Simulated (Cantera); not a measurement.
What does this Cantera script print?

```python
import numpy as np
import cantera as ct

gas_names = [...]  # 113 gases of nasa_gas.yaml made of C, Cu, H, O
cond_names = """
    C(gr) C6H6(L) C7H8(L) C8H18(L),n-octa Cu(cr) Cu(L) CuO(s) CuO2H2(s) Cu2O(s) Cu2O(L) H2O(s) H2O(L)
""".split()


# ... load() reads the species with a 1 bar reference pressure and builds the phases ...
atoms = {
    'CuO': {'Cu': 1, 'O': 1},
    'CO': {'C': 1, 'O': 1},
    'CH4': {'C': 1, 'H': 4},
}
top_T = {'C(gr)': 4500, 'CuO(s)': 1390}  # K; cautious upper limits of use, not melting points


# ... equilibrate(T, P, feed) seeds the gas with the atoms and calls Mixture.equilibrate('TP', solver="vcs", rtol=1e-11, max_steps=5000) ...
results = []
feed = {'CuO': 1, 'CO': 2, 'CH4': 0.37}  # mol
T = 900  # K
P = 101325  # Pa
mix = equilibrate(T, P, feed)
results.append((T, P, feed, dict(zip(mix.species_names, mix.species_moles))))
x = sorted(zip(gas.X, gas.species_names), reverse=True)
print(f"T = {T:g} K  P = {P:g} Pa  gas = {mix.phase_moles(0):.4g} mol")
print("   x: " + "  ".join(f"{s} {v:.3e}" for v, s in x if v > 1e-05))
print("   condensed (mol): " + ("  ".join(f"{mix.phase(i).name} {mix.phase_moles(i):.4g}"
      for i in range(1, mix.n_phases) if mix.phase_moles(i) > 1e-12) or "none"))
```

Output:

```
T = 900 K  P = 101325 Pa  gas = 2.408 mol
   x: CO2 4.273e-01  CO 2.748e-01  H2 1.722e-01  H2O 1.164e-01  CH4 9.373e-03
   condensed (mol): C(gr) 0.6566  Cu(cr) 1
```

Equilibrium computed with Cantera from the NASA thermochemical tables; the gas is ideal and each condensed phase is pure.
